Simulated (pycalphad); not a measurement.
Phase fractions of Al-0.41Si-1.04Fe (at.%)

Computed with pycalphad from the COST 507 light-alloy database (1999), at 1 atm. The data set is of 1999 and partly superseded. Amounts are mole fractions of atoms.

```
T (K)  liquid    fcc  AL13FE4  ALFESI_ALPHA
-----  ------  -----  -------  ------------
950     1.000      -        -             -
900         -  0.955    0.036         0.008
850         -  0.951    0.023         0.026
800         -      ?        ?             ?
750         -      ?        ?             ?
700         -  0.946    0.003         0.051
650         -  0.945    trace         0.054
600         -  0.945        -         0.055
550         -  0.945        -         0.055
500         -  0.945        -         0.055
```

Complete the blanks.


- 800, fcc: 0.949
- 800, AL13FE4: 0.013
- 800, ALFESI_ALPHA: 0.038
- 750, fcc: 0.947
- 750, AL13FE4: 0.007
- 750, ALFESI_ALPHA: 0.046

Database names, with the compositions (at.%) that they take in these runs: AL13FE4: Al 76 Fe 24; ALFESI_ALPHA: Al 74 Fe 19 Si 7.
